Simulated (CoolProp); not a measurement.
Vapour-liquid equilibrium of trans-2-butene (1) + acetone (2) at 0.16 MPa; x and y are mole fractions of (1).

Computed with CoolProp (multi-fluid Helmholtz-energy mixture model, Lemmon 2005 and Lemmon 2006; pair parameters Bell 2016).

### Question
Give the bubble temperature and the first vapour's composition at x = 0.05, 0.2, 0.65. Is there an azeotrope?

### Answer
x = 0.05: 56.1 °C, y = 0.383; x = 0.2: 32.5 °C, y = 0.770; x = 0.65: 17.9 °C, y = 0.909. No azeotrope shows between x = 0.05 and 0.95.

Pair parameters are fitted to limited data, so mixtures are less certain than the pure fluids. With so large a gap from Raoult's law the liquid may split in two, which this calculation doesn't test in full.
